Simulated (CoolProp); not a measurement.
Vapour-liquid equilibrium of toluene (1) + o-xylene (2) at 213.75 °C; x and y are mole fractions of (1).

Values from CoolProp's multi-fluid Helmholtz-energy mixture model, Lemmon 2006 and Zhou 2012; pair parameters Bell 2016.

```
x     bubble pressure (kPa)  y at the bubble point  dew pressure at overall composition x (kPa)  liquid density (mol/L)
----  ---------------------  ---------------------  -------------------------------------------  ----------------------
0.05                  493.7                  0.085                                        484.6                   6.585
0.2                   561.1                  0.309                                        526.0                   6.670
0.35                    ___                  0.492                                        575.5                   6.755
0.5                   704.0                  0.642                                        635.3                   6.840
0.65                  777.2                  0.767                                          ___                   6.927
0.8                   851.0                  0.875                                        798.7                   7.014
0.95                  925.5                    ___                                        909.1                   7.104
```

Problem. What belongs in the gaps?

Solution. 
- 0.35, bubble pressure (kPa): 631.7
- 0.65, dew pressure at overall composition x (kPa): 708.5
- 0.95, y at the bubble point: 0.970

No azeotrope shows between x = 0.05 and 0.95.

Pair parameters are fitted to limited data, so mixtures are less certain than the pure fluids.
